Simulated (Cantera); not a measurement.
An adiabatic, constant-volume homogeneous reactor starts with CO : H₂ : CH₄ : O₂ : N₂ = 1 : 1.3 : 0.18 : 1.01 : 3.79 (molar parts), at 1623 K and 4.93 atm.

Cantera simulation using GRI-Mech 3.0 (53 species, 325 reactions); the numbers are that mechanism's predictions, not measurements. Above 3000 K some thermodynamic fits are extrapolated.

x: mole fraction; the columns are a selection and need not sum to one.

```csv
t (s),T (K),P (bar),x CO,x H₂,x CH₄,x CH₃,x NO
2.00e-6,1627,5.01,0.137,0.177,0.0240,0.000664,2.04e-10
5.00e-6,2844,8.47,0.122,0.0551,<1e-12,4.95e-12,___
1.25e-5,3173,9.24,0.120,0.0506,2.68e-12,1.58e-11,___
3.13e-5,3170,9.23,0.120,0.0512,2.96e-12,1.69e-11,___
7.83e-5,3161,9.21,0.121,0.0520,3.16e-12,1.75e-11,___
0.000196,3159,9.20,0.121,0.0522,3.21e-12,1.77e-11,0.00831
0.000490,3159,9.20,0.121,0.0522,3.22e-12,1.77e-11,0.00832
0.00123,3159,9.20,0.121,0.0522,3.22e-12,1.77e-11,0.00832
0.00306,3159,9.20,0.121,0.0522,3.22e-12,1.77e-11,0.00832
0.00766,3159,9.20,0.121,0.0522,3.22e-12,1.77e-11,0.00832
0.0192,3159,9.20,0.121,0.0522,3.22e-12,1.77e-11,0.00832
0.0480,3159,9.20,0.121,0.0522,3.22e-12,1.77e-11,0.00832
0.120,3159,9.20,0.121,0.0522,3.22e-12,1.77e-11,0.00832
0.300,3159,9.20,0.121,0.0522,3.22e-12,1.77e-11,0.00832
```

Task: Complete the blanks.

Result: 
- 5.00e-6, x NO: 0.000157
- 1.25e-5, x NO: 0.00150
- 3.13e-5, x NO: 0.00438
- 7.83e-5, x NO: 0.00750
